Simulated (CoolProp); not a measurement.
A single-stage vapour-compression cycle with R365MFC: evaporating at 319.15 K (dew point), condensing at 339.15 K (bubble point), superheat 2 K, subcooling 2 K, compressor efficiency 0.7, no pressure losses. Each further row changes one setting.

The numbers come from the reference Helmholtz-energy equation of state, Lemmon 2016 in CoolProp.

```
case                              cooling COP  pressure ratio  discharge temperature (K)  refrigerating effect (kJ/kg)  volumetric capacity (kJ/m³)
--------------------------------  -----------  --------------  -------------------------  ----------------------------  ---------------------------
as stated                                10.3            1.90                      339.1                           161                         1170
evaporating temperature 324.15 K         14.3            1.60                      339.1                           166                         1420
condensing temperature 334.15 K          14.1             [?]                        [?]                           169                         1230
subcooling 7 K                            [?]            1.90                      339.1                           169                         1230
superheat 12 K                           10.5            1.90                      348.7                           172                          [?]
compressor efficiency 0.6                 [?]            1.90                      340.9                           161                         1170
```

Problem. Some entries are withheld; supply them.

Solution. 
- condensing temperature 334.15 K, pressure ratio: 1.63
- condensing temperature 334.15 K, discharge temperature (K): 334.4
- subcooling 7 K, cooling COP: 10.8
- superheat 12 K, volumetric capacity (kJ/m³): 1210
- compressor efficiency 0.6, cooling COP: 8.84

The compression ends wet for: as stated; evaporating temperature 324.15 K; subcooling 7 K.
